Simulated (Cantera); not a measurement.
Input: 1 mol MgCO₃, 7.2 mol CO₂, 0.16 mol C, at 10.0 mbar.

These are equilibrium values from Cantera (NASA tables, ideal gas, pure condensed phases), not measurements of a reactor. Candidate condensed phases: C, Mg, MgCO₃, MgO; 15 gas species. Rates play no part. All values below are at 750 °C.

Base state: CO₂ 0.962, CO 0.0383 (mole fractions); condensed: MgO(s).

Q: What changes in the equilibrium state with this change: 1.4 mol H₂S added?

A: 
```json
[
 {"species": "CO₂", "before": "0.962", "after": "0.702"},
 {"species": "CO", "before": "0.0383", "after": "0.108"},
 {"species": "H₂O", "before": "0", "after": "0.0827"},
 {"species": "S₂", "before": "0", "after": "0.0453"},
 {"species": "H₂S", "before": "0", "after": "0.0376"},
 {"species": "H₂", "before": "0", "after": "0.0166"},
 {"species": "COS", "before": "0", "after": "0.00771"},
 {"species": "SO₂", "before": "0", "after": "0.000687"},
 {"species": "S₂O", "before": "0", "after": "4.70e-5"},
 {"species": "SH", "before": "0", "after": "2.75e-5"},
 {"species": "MgO(s), mol", "before": "1.00", "after": "1.00"}
]
```
Gases not in the tables: S₃ to S₇. Further candidate phases: C₆H₆, C₇H₈, C₈H₁₈, H₂O, H₂SO₄, Mg(OH)₂, MgS, MgSO₄, S.
